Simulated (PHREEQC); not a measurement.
Buffer: an equilibrium model

Solution (20 °C): 0.071 mol/kgw NaHSO4 and 0.0026 mol/kgw NH3. Closed to the air; pH follows from the charge balance.

All values are PHREEQC results (ion-association model, phreeqc.dat), not measurements.

Each row changes one thing in this solution. No solid was allowed to form.

```json
[
 {"case": "as made", "pH": "1.56", "ionic strength (mol/kgw)": "0.136", "NH4+ (mol/kgw)": "0.00230"},
 {"case": "NH3 from 0.0026 to 0.00052 mol/kgw", "pH": "1.54", "ionic strength (mol/kgw)": "0.135", "NH4+ (mol/kgw)": "0.000460"},
 {"case": "NaHSO4 from 0.071 to 0.106 mol/kgw", "pH": "1.43", "ionic strength (mol/kgw)": "0.192", "NH4+ (mol/kgw)": "0.00226"},
 {"case": "NaHSO4 replaced by K2SO4 at the same molality", "pH": "10.52", "ionic strength (mol/kgw)": "0.186", "NH4+ (mol/kgw)": "0.000262"},
 {"case": "0.02 mol/kgw NaHCO3 added", "pH": "1.75", "ionic strength (mol/kgw)": "0.149", "NH4+ (mol/kgw)": "0.00225"},
 {"case": "NH3 from 0.0026 to 0.0039 mol/kgw", "pH": "1.57", "ionic strength (mol/kgw)": "0.137", "NH4+ (mol/kgw)": "0.00344"},
 {"case": "NaHSO4 replaced by Na2HPO4 at the same molality", "pH": "9.80", "ionic strength (mol/kgw)": "0.206", "NH4+ (mol/kgw)": "0.000982"},
 {"case": "NH3 from 0.0026 to 0.026 mol/kgw", "pH": "1.78", "ionic strength (mol/kgw)": "0.149", "NH4+ (mol/kgw)": "0.0225"}
]
```
